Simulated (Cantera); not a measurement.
## Si₂Cl₆ + NH₃ (silicon nitride deposition)

Charge: 1 mol Si₂Cl₆, 12 mol NH₃, equilibrated at 5300 Pa.

These are equilibrium values from Cantera (NASA tables, ideal gas, pure condensed phases), not measurements of a reactor. Candidate condensed phases: NH₄Cl, Si, Si₃N₄; 28 gas species. The feed counts by its element totals alone. The tables' values for SiCl₃ are old estimates; treat these amounts as uncertain. Kinetics and transport are ignored.

```json
[
 {"T (K)": "725", "x H₂": "0.602", "x HCl": "0.203", "x N₂": "0.188", "x SiCl₂": "<1e-12", "x SiCl₄": "0.00794", "x SiCl₃": "5.30e-9", "x H": "<1e-12", "n Si₃N₄(s)": "0.599"},
 {"T (K)": "825", "x H₂": "0.595", "x HCl": "0.214", "x N₂": "0.185", "x SiCl₂": "2.08e-10", "x SiCl₄": "0.00495", "x SiCl₃": "1.08e-7", "x H": "2.66e-11", "n Si₃N₄(s)": "0.624"},
 {"T (K)": "925", "x H₂": "0.592", "x HCl": "0.221", "x N₂": "0.184", "x SiCl₂": "1.48e-8", "x SiCl₄": "0.00329", "x SiCl₃": "1.11e-6", "x H": "8.70e-10", "n Si₃N₄(s)": "0.638"},
 {"T (K)": "1025", "x H₂": "0.590", "x HCl": "0.225", "x N₂": "0.184", "x SiCl₂": "4.47e-7", "x SiCl₄": "0.00232", "x SiCl₃": "7.05e-6", "x H": "1.45e-8", "n Si₃N₄(s)": "0.646"},
 {"T (K)": "1125", "x H₂": "0.588", "x HCl": "0.227", "x N₂": "0.183", "x SiCl₂": "7.24e-6", "x SiCl₄": "0.00172", "x SiCl₃": "3.18e-5", "x H": "1.48e-7", "n Si₃N₄(s)": "0.651"},
 {"T (K)": "1225", "x H₂": "0.588", "x HCl": "0.228", "x N₂": "0.183", "x SiCl₂": "7.33e-5", "x SiCl₄": "0.00133", "x SiCl₃": "0.000111", "x H": "1.04e-6", "n Si₃N₄(s)": "0.653"},
 {"T (K)": "1325", "x H₂": "0.588", "x HCl": "0.227", "x N₂": "0.183", "x SiCl₂": "0.000511", "x SiCl₄": "0.00104", "x SiCl₃": "0.000313", "x H": "5.45e-6", "n Si₃N₄(s)": "0.650"},
 {"T (K)": "1425", "x H₂": "0.589", "x HCl": "0.223", "x N₂": "0.184", "x SiCl₂": "0.00258", "x SiCl₄": "0.000776", "x SiCl₃": "0.000713", "x H": "2.27e-5", "n Si₃N₄(s)": "0.630"},
 {"T (K)": "1525", "x H₂": "0.593", "x HCl": "0.208", "x N₂": "0.188", "x SiCl₂": "0.00929", "x SiCl₄": "0.000481", "x SiCl₃": "0.00123", "x H": "7.91e-5", "n Si₃N₄(s)": "0.571"},
 {"T (K)": "1625", "x H₂": "0.601", "x HCl": "0.178", "x N₂": "0.196", "x SiCl₂": "0.0231", "x SiCl₄": "0.000212", "x SiCl₃": "0.00145", "x H": "0.000238", "n Si₃N₄(s)": "0.450"}
]
```
x: gas mole fraction; n: condensed amount in mol.

From 725 K to 1625 K the condensed part is Si₃N₄(s). The main Si-bearing gas is SiCl₄ at 725 K and SiCl₂ at 1625 K. The share of Si in condensed phases is highest at 1225 K (97.9 %) and lowest at 1625 K (67.5 %).
